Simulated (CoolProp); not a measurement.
Properties of R1234ze(Z) along the isobar 2.22 MPa (Tc = 150.1 °C, pc = 3.531 MPa, ω = 0.327).

Values from CoolProp's reference Helmholtz-energy equation of state, Akasaka 2019.

```json
[
 {"T (°C)": "26.05", "phase": "liquid", "cv (kJ/(kg K))": "0.8812", "Joule-Thomson coefficient (K/MPa)": "-0.2350", "isothermal compressibility (1/MPa)": "0.002817"},
 {"T (°C)": "37.15", "phase": "liquid", "cv (kJ/(kg K))": "0.8994", "Joule-Thomson coefficient (K/MPa)": "(withheld)", "isothermal compressibility (1/MPa)": "0.003322"},
 {"T (°C)": "48.35", "phase": "liquid", "cv (kJ/(kg K))": "0.9182", "Joule-Thomson coefficient (K/MPa)": "-0.1354", "isothermal compressibility (1/MPa)": "0.003974"},
 {"T (°C)": "59.55", "phase": "liquid", "cv (kJ/(kg K))": "0.9374", "Joule-Thomson coefficient (K/MPa)": "-0.06980", "isothermal compressibility (1/MPa)": "(withheld)"},
 {"T (°C)": "70.75", "phase": "liquid", "cv (kJ/(kg K))": "0.9571", "Joule-Thomson coefficient (K/MPa)": "0.01243", "isothermal compressibility (1/MPa)": "0.005991"},
 {"T (°C)": "81.95", "phase": "liquid", "cv (kJ/(kg K))": "0.9772", "Joule-Thomson coefficient (K/MPa)": "0.1199", "isothermal compressibility (1/MPa)": "0.007646"},
 {"T (°C)": "93.15", "phase": "liquid", "cv (kJ/(kg K))": "0.9981", "Joule-Thomson coefficient (K/MPa)": "0.2686", "isothermal compressibility (1/MPa)": "(withheld)"},
 {"T (°C)": "104.35", "phase": "liquid", "cv (kJ/(kg K))": "(withheld)", "Joule-Thomson coefficient (K/MPa)": "0.4911", "isothermal compressibility (1/MPa)": "0.01440"}
]
```

Task: Some entries are withheld; supply them.

Result: 
- 37.15, Joule-Thomson coefficient (K/MPa): -0.1896
- 59.55, isothermal compressibility (1/MPa): 0.004829
- 93.15, isothermal compressibility (1/MPa): 0.01017
- 104.35, cv (kJ/(kg K)): 1.020
